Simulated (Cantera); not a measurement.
Feed: 1 mol Pb, 0.047 mol CO, 1.6 mol N2, equilibrated at 0.00420 bar.

Equilibrium computed with Cantera from the NASA thermochemical tables; the gas is ideal and each condensed phase is pure. Candidate condensed phases: C, Pb, PbO, PbO2, Pb3O4; 27 gas species. The numbers say what is thermodynamically allowed, not how fast it happens.

log p: log10 of the partial pressure in bar; n: condensed amount in mol.

```tsv
T (K)	log p N2	log p Pb	log p CO	log p CO2	n C(graphite)	n Pb(l)
700	-2.39	-8.95	-4.12	-4.64	0.00886	1.00
800	-2.39	-7.21	-3.93	-5.87	0.000532	1.000
900	-2.39	-5.86	-3.92	-7.10	3.14e-5	0.999
1000	-2.39	…	-3.92	…	0	0.994
1100	-2.40	-3.92	-3.93	-8.92	0	0.951
1200	-2.46	-3.19	-3.99	-9.71	0	0.702
1300	-2.60	-2.80	-4.13	…	0	0
1400	-2.60	-2.80	-4.13	-11.02	0	0
1500	-2.60	-2.80	-4.13	-11.15	0	0
```

Q: Fill in the missing entries.

A: 
- 1300, log p CO2: -10.54
- 1000, log p Pb: -4.79
- 1000, log p CO2: -8.09
